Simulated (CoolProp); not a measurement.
Vapour-liquid equilibrium of 1-butene (1) + acetone (2) at 1.23 bar; x and y are mole fractions of (1).

Values from CoolProp's multi-fluid Helmholtz-energy mixture model, Lemmon 2005 and Lemmon 2006; pair parameters Bell 2016.

| x | bubble temperature (K) | y at the bubble point | dew temperature at overall composition x (K) | liquid density (mol/L) |
|---|---|---|---|---|
| 0.05 | 317.5 | 0.471 | 333.5 | 12.94 |
| 0.2 | 290.9 | 0.841 | 328.5 | 12.92 |
| 0.35 | 282.1 | 0.905 | 322.9 | 12.58 |
| 0.5 | 278.6 | 0.926 | 316.1 | 12.17 |
| 0.65 | 276.8 | 0.939 | 307.5 | 11.78 |
| 0.8 | 275.0 | 0.954 | 295.4 | 11.42 |
| 0.95 | 272.8 | 0.984 | 275.4 | 11.13 |

No azeotrope shows between x = 0.05 and 0.95.

Pair parameters are fitted to limited data, so mixtures are less certain than the pure fluids. With so large a gap from Raoult's law the liquid may split in two, which this calculation doesn't test in full.
